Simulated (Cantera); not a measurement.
Cantera run:

```python
import numpy as np
import cantera as ct

gas_names = """
    B BH BH2 BH3 BO BO2 B2 B2O B2O2 B2O3 B3O3H3 H HBO HBO2 HO2 H2 H2O H2O2 H3B3O6 O OH O2 O3
""".split()
cond_names = """
    B(b) B(L) B2O3(L) B3O3H3(cr) H2O(s) H2O(L)
""".split()


# ... load() reads the species with a 1 bar reference pressure and builds the phases ...
atoms = {
    'B2H6': {'B': 2, 'H': 6},
    'H2O': {'H': 2, 'O': 1},
    'H2': {'H': 2},
}
top_T = {}  # K; cautious upper limits of use, not melting points


# ... equilibrate(T, P, feed) seeds the gas with the atoms and calls Mixture.equilibrate('TP', solver="vcs", rtol=1e-11, max_steps=5000) ...
results = []
feed = {'B2H6': 1, 'H2O': 1.3, 'H2': 3.6}  # mol
P = 420  # Pa
for T in [1023, 1223, 1423, 1623, 1823, 2023, 2223, 2423]:
    mix = equilibrate(T, P, feed)
    results.append((T, P, feed, dict(zip(mix.species_names, mix.species_moles))))
    x = sorted(zip(gas.X, gas.species_names), reverse=True)
    print(f"T = {T:g} K  P = {P:g} Pa  gas = {mix.phase_moles(0):.4g} mol")
    print("   x: " + "  ".join(f"{s} {v:.3e}" for v, s in x if v > 1e-05))
    print("   condensed (mol): " + ("  ".join(f"{mix.phase(i).name} {mix.phase_moles(i):.4g}"
          for i in range(1, mix.n_phases) if mix.phase_moles(i) > 1e-12) or "none"))
```

It prints:

```
T = 1023 K  P = 420 Pa  gas = 7.899 mol
   x: H2 9.996e-01  B3O3H3 4.023e-04  HBO 2.479e-05
   condensed (mol): B(b) 1.13  B2O3(L) 0.4301
T = 1223 K  P = 420 Pa  gas = 7.904 mol
   x: H2 9.982e-01  HBO 1.344e-03  B3O3H3 4.458e-04  B2O2 3.408e-05  HBO2 1.532e-05
   condensed (mol): B(b) 1.126  B2O3(L) 0.426
T = 1423 K  P = 420 Pa  gas = 8.039 mol
   x: H2 9.706e-01  HBO 2.252e-02  B2O2 4.854e-03  B2O3 9.769e-04  HBO2 4.700e-04  B3O3H3 4.312e-04  H 1.010e-04  BO 6.866e-05
   condensed (mol): B(b) 1.045  B2O3(L) 0.3329
T = 1623 K  P = 420 Pa  gas = 8.542 mol
   x: H2 8.875e-01  HBO 7.256e-02  B2O2 3.252e-02  B2O3 3.586e-03  BO 1.809e-03  H 1.005e-03  HBO2 9.605e-04  BH2 2.840e-05  B3O3H3 2.496e-05  H2O 1.298e-05
   condensed (mol): B(b) 0.7386
T = 1823 K  P = 420 Pa  gas = 8.616 mol
   x: H2 8.726e-01  HBO 8.167e-02  B2O2 2.786e-02  BO 1.015e-02  H 6.245e-03  B2O3 8.548e-04  HBO2 3.360e-04  BH2 1.335e-04  B2O 9.075e-05  H2O 1.016e-05
   condensed (mol): B(b) 0.7084
T = 2023 K  P = 420 Pa  gas = 8.822 mol
   x: H2 8.436e-01  HBO 7.585e-02  BO 3.436e-02  H 2.692e-02  B2O2 1.795e-02  B2O 5.355e-04  BH2 4.499e-04  B2O3 1.700e-04  HBO2 1.050e-04  B 4.633e-05
   condensed (mol): B(b) 0.6933
T = 2223 K  P = 420 Pa  gas = 9.3 mol
   x: H2 7.782e-01  H 8.720e-02  BO 7.061e-02  HBO 5.285e-02  B2O2 7.245e-03  B2O 1.719e-03  BH2 1.148e-03  B 8.897e-04  BH 5.571e-05  HBO2 2.292e-05  B2O3 2.007e-05
   condensed (mol): B(b) 0.665
T = 2423 K  P = 420 Pa  gas = 10.27 mol
   x: H2 6.437e-01  H 2.195e-01  BO 9.321e-02  HBO 2.672e-02  B 9.627e-03  B2O 3.019e-03  BH2 2.045e-03  B2O2 1.796e-03  BH 3.172e-04
   condensed (mol): B(L) 0.5459
```

Cantera equilibrium calculation (NASA polynomials, part measured and part estimated; ideal gas, pure solids and liquids). The feed counts by its element totals alone. Mutual solubility and eutectic melting of coexisting phases are not modelled. The tables' values for BH2 are old estimates; treat these amounts as uncertain.
